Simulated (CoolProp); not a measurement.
R134a along the isobar 4.79 MPa: density (kg/m³) from the reference equation and from simpler models built on Tc = 374.2 K, pc = 4.059 MPa, ω = 0.327; each cubic takes its own stable root.

Model: reference Helmholtz-energy equation of state, Tillner-Roth 1994, in CoolProp.

```
T (K)          phase  reference  van der Waals  Redlich-Kwong  Soave-Redlich-Kwong  Peng-Robinson
-----  -------------  ---------  -------------  -------------  -------------------  -------------
243.4         liquid       1399          815.5           1178                 1226           1383
259.7         liquid       1352          792.1           1135                 1186           1338
275.9         liquid       1303          767.0           1088                 1140           1289
292.2         liquid       1250          739.7           1037                 1089           1231
308.5         liquid       1192          709.5          980.1                 1031           1166
324.8         liquid       1128          675.5          916.1                963.2           1088
341.1         liquid       1052          635.8          841.6                882.0          994.6
357.3         liquid      956.5          587.2          750.3                778.8          873.9
373.6         liquid      801.6          519.0          618.8                620.7          686.5
389.9  supercritical      325.7          371.7          339.5                304.2          322.6
406.2  supercritical      237.9          252.0          245.8                228.5          240.0
422.4  supercritical      202.4          213.8          209.5                196.0          204.7
438.7  supercritical      180.3          190.7          186.9                175.2          182.3
455    supercritical      164.6          174.2          170.6                160.3          166.2
```
